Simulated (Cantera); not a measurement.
Feed: 1 mol C2H5OH, 0.026 mol CO2, 6.6 mol N2, held at 1975 K and 1350 Torr.

Method: chemical equilibrium by Gibbs-energy minimisation in Cantera with the NASA 1993 tables (ideal gas, pure condensed phases). Kinetics and transport are ignored.

```csv
species,before,after
N2,0.617,0.605
H2,0.278,0.262
CO,0.0987,0.0984
HCN,0.00553,0.0232
CN,2.37e-7,3.14e-5
C2N2,8.85e-7,2.95e-5
H,0.000538,0.00683
C2H2 (acetylene),0.000181,0.00205
HNC,0.000300,0.00249
CH3,2.43e-6,1.00e-5
"C(graphite), mol",0.907,0.653
```
Gas species are given as mole fractions.

**Question.** Name the change that produced these shifts.
A. temperature from 1975 K to 2750 K
B. temperature from 1975 K to 2823 K
C. pressure from 1350 Torr to 2.48 Torr
D. temperature from 1975 K to 2425 K

**Answer.** D, temperature from 1975 K to 2425 K
